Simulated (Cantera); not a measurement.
An isothermal, constant-pressure homogeneous reactor starts with 29.1 % CH₄, 64.0 % H₂O, 6.98 % H₂, at 1350 K and 3750 Torr.

Model: GRI-Mech 3.0 (53 species, 325 reactions), integrated in Cantera.

**Question.** Predict: x(CH₄) at 100 s; x(H₂O) at 100 s; x(H₂) at 100 s; x(CH₃) at 100 s; x(C₂H₂) at 100 s.

**Answer.** 
```
Item                                                Result
----------------  ----------------------------------------
x(CH₄) at 100 s     0.188 (gas-phase equilibrium 0.000156)
x(H₂O) at 100 s        0.490 (gas-phase equilibrium 0.195)
x(H₂) at 100 s         0.262 (gas-phase equilibrium 0.621)
x(CH₃) at 100 s    7.78e-6 (gas-phase equilibrium 4.22e-9)
x(C₂H₂) at 100 s  0.00296 (gas-phase equilibrium 1.55e-10)
```
